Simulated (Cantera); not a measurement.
An isothermal, constant-pressure homogeneous reactor starts with 19.1 % N2O, 0.725 % H2, 80.2 % N2, at 1400 K and 31.5 Torr.

Cantera simulation using GRI-Mech 3.0 (53 species, 325 reactions); the numbers are that mechanism's predictions, not measurements. GRI-Mech 3.0 was tuned for natural gas; its chemistry of N2O as a main component is partial and can be far from experiment. Radical loss at walls, strong at low pressure, is not modelled. The temperature is held fixed by assumption; the heat of reaction is taken as removed at once.

One state of this run: x N2O = 0.139; x H2 = 4.81e-7; x OH = 5.62e-5; x O = 2.26e-5; x H2O2 = 1.01e-9; x O2 = 0.0170; x HO2 = 5.66e-7. x: mole fraction; the columns are a selection and need not sum to one.

Problem. Which value of t (s) does it belong to?
A. 0.00485
B. 0.000184
C. 0.128
D. 0.380

Solution. D, 0.380
